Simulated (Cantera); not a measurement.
An adiabatic, constant-volume homogeneous reactor starts with H2 : O2 : N2 = 1 : 0.602 : 2.27 (molar parts), equivalence ratio 0.83, at 1175 K and 1.68 atm.

Computed with Cantera and GRI-Mech 3.0 (53 species, 325 reactions).

Predict: time of steepest temperature rise; temperature at 0.200 s; equilibrium temperature; x(H2) at 0.200 s; x(O2) at 0.200 s; x(H) at 0.200 s; x(OH) at 0.200 s; x(NO) at 0.200 s; x(H2O) at 0.200 s; x(HO2) at 0.200 s.


| Quantity | Result |
|---|---|
| time of steepest temperature rise | 32.9 µs |
| temperature at 0.200 s | 2900 K |
| equilibrium temperature | 2900 K |
| x(H2) at 0.200 s | 0.0246 (gas-phase equilibrium 0.0246) |
| x(O2) at 0.200 s | 0.0267 (gas-phase equilibrium 0.0267) |
| x(H) at 0.200 s | 0.00936 (gas-phase equilibrium 0.00936) |
| x(OH) at 0.200 s | 0.0285 (gas-phase equilibrium 0.0285) |
| x(NO) at 0.200 s | 0.0136 (gas-phase equilibrium 0.0136) |
| x(H2O) at 0.200 s | 0.244 (gas-phase equilibrium 0.244) |
| x(HO2) at 0.200 s | 1.62e-5 (gas-phase equilibrium 1.62e-5) |
